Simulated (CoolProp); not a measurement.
Saturation properties of methane.

Model: reference Helmholtz-energy equation of state, Setzmann 1991, in CoolProp.

```
T (°C)   p (bar)  enthalpy of vaporisation (kJ/kg)  liquid cp (kJ/(kg K))  vapour Z  surface tension (mN/m)  liquid viscosity (µPa s)
-------  -------  --------------------------------  ---------------------  --------  ----------------------  ------------------------
-160.05    1.138                             508.2                    [?]    0.9608                     [?]                       113
-151.75    2.111                             491.7                  3.562    0.9397                    11.0                      95.5
-143.35    3.629                             472.5                    [?]       [?]                    9.44                      81.5
-134.95    5.835                             450.4                  3.780    0.8786                    7.89                      70.2
-126.65      [?]                             424.7                  3.953    0.8384                    6.40                      60.9
-118.25    12.90                               [?]                  4.211    0.7901                    4.95                       [?]
-109.85    18.13                             356.7                  4.624    0.7326                    3.56                      45.2
-101.55    24.66                             310.4                    [?]    0.6636                    2.28                      38.2
-93.15     32.85                             246.9                  7.292    0.5738                    1.10                      31.1
```

Question: Complete the blanks.

Answer: 
- -160.05, liquid cp (kJ/(kg K)): 3.492
- -160.05, surface tension (mN/m): 12.6
- -143.35, liquid cp (kJ/(kg K)): 3.655
- -143.35, vapour Z: 0.9123
- -126.65, p (bar): 8.844
- -118.25, enthalpy of vaporisation (kJ/kg): 394.0
- -118.25, liquid viscosity (µPa s): 52.7
- -101.55, liquid cp (kJ/(kg K)): 5.378

It boils at -161.5 °C under 1 atm.

Viscosity comes from a separate model (Quiñones-Cisneros 2006). Surface tension comes from a separate correlation (Mulero 2012).
